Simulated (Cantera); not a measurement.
# Premixed flame

A freely propagating, adiabatic, planar premixed flame of CH4 : O2 : N2 = 1 : 1.54 : 4.4 (molar parts), equivalence ratio 1.3, unburnt at 650 K and 0.460 bar; mixture-averaged transport, grid criteria slope 0.08 and curve 0.16, no radiation.

Cantera simulation using GRI-Mech 3.0 (53 species, 325 reactions); the numbers are that mechanism's predictions, not measurements. Burning velocities carry a grid error of a few per cent, more on coarse grids.

```csv
z (mm),T (K),u (m/s),x CH4,x O2,x HCN,x NO,x CH2O,x OH
-1.63,650,2.06,0.144,0.221,<1e-8,<1e-8,8.83e-8,<1e-8
-1.08,652,2.07,0.143,0.221,<1e-8,<1e-8,2.12e-6,<1e-8
-0.814,659,2.11,0.141,0.219,1.37e-8,3.52e-8,1.58e-5,1.79e-7
-0.542,728,2.35,0.134,0.212,2.22e-7,4.09e-7,0.000152,4.98e-6
-0.271,1173,3.90,0.0943,0.171,3.37e-6,4.44e-6,0.00111,9.97e-5
-0.136,1609,5.46,0.0515,0.120,9.61e-6,1.11e-5,0.00163,0.000702
0,2002,6.91,0.0149,0.0639,2.16e-5,2.43e-5,0.00103,0.00299
0.136,2204,7.66,0.00216,0.0287,2.94e-5,4.51e-5,0.000329,0.00689
0.271,2265,7.86,0.000207,0.0135,2.27e-5,6.64e-5,5.62e-5,0.00984
0.542,2289,7.92,1.59e-6,0.00592,7.62e-6,8.98e-5,6.53e-7,0.0114
1.08,2306,7.95,<1e-8,0.00445,8.95e-7,0.000103,<1e-8,0.0113
2.17,2329,8.01,<1e-8,0.00392,3.39e-8,0.000114,<1e-8,0.0109
4.34,2362,8.10,<1e-8,0.00326,<1e-8,0.000135,<1e-8,0.0101
```
x: mole fraction of selected species; z is measured from the peak of heat release.

```
Quantity                    Result
------------------------  --------
laminar burning velocity  205 cm/s
thermal thickness         0.542 mm
peak x(HCN)                2.94e-5
peak x(CH2O)               0.00163
peak x(OH)                  0.0115
grid points                    155
```
